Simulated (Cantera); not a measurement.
Mixture: CO : H2 : O2 : N2 = 1 : 0.45 : 0.815 : 3.06 (molar parts), equivalence ratio 0.89, at 24.0 bar, adiabatic and at constant pressure. Ignition delay is the time to a rise of 400 K.

Computed with Cantera and GRI-Mech 3.0 (53 species, 325 reactions). The hydrogen kinetics of GRI-Mech 3.0 are dated; newer H2 mechanisms differ, most at raised pressure. The pressure lies above the range GRI-Mech 3.0 was tuned for (to about 10 atm).

### Question
What does this change do: N2 3.06 to 4.6 parts?

### Answer
```
quantity                                                before       after
--------------------------------------------------  ----------  ----------
delay at 1000 K                                        3.25 ms     4.39 ms
delay at 1100 K                                       0.398 ms    0.537 ms
delay at 1200 K                                        60.7 µs     81.6 µs
delay at 1300 K                                        10.1 µs     13.5 µs
delay at 1400 K                                        2.61 µs     3.49 µs
apparent activation energy between 1300 and 1400 K  210 kJ/mol  200 kJ/mol
```

### Question
What does this change do: N2 3.06 to 2.2 parts?

### Answer
```
quantity                                                before       after
--------------------------------------------------  ----------  ----------
delay at 1000 K                                        3.25 ms     2.62 ms
delay at 1100 K                                       0.398 ms    0.323 ms
delay at 1200 K                                        60.7 µs     49.5 µs
delay at 1300 K                                        10.1 µs     8.36 µs
delay at 1400 K                                        2.61 µs     2.15 µs
apparent activation energy between 1300 and 1400 K  210 kJ/mol  210 kJ/mol
```
